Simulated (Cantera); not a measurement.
A closed system holds: 1 mol C3H8, 0.029 mol CO2, 1.2 mol N2, equilibrated at 2298.15 K and 1330 Pa.

Cantera equilibrium calculation (NASA polynomials, part measured and part estimated; ideal gas, pure solids and liquids). Candidate condensed phases: C, C6H6, C7H8, C8H18, H2O; 136 gas species. Equilibrium is a limit: real reactors are often held back by kinetics, nucleation or transport.

Base state: H2 0.689, N2 0.212, H 0.0689, HCN 0.0156, CO 0.0107, C2H2 (acetylene) 0.00295, HNC 0.00142, CN 6.62e-5 (mole fractions); condensed: C(graphite).

### Question
What changes in the equilibrium state with this change: temperature from 2298.15 K to 1398.15 K?

### Answer
```
species            before     after
----------------  -------  --------
H2                  0.689     0.761
N2                  0.212     0.228
CO                 0.0107    0.0110
H                  0.0689   3.58e-5
HCN                0.0156  0.000204
CN                6.62e-5     <1e-9
C2H               1.33e-5     <1e-9
C2H2 (acetylene)  0.00295   1.87e-6
HNC               0.00142   2.41e-6
C(graphite), mol     2.85      2.97
```
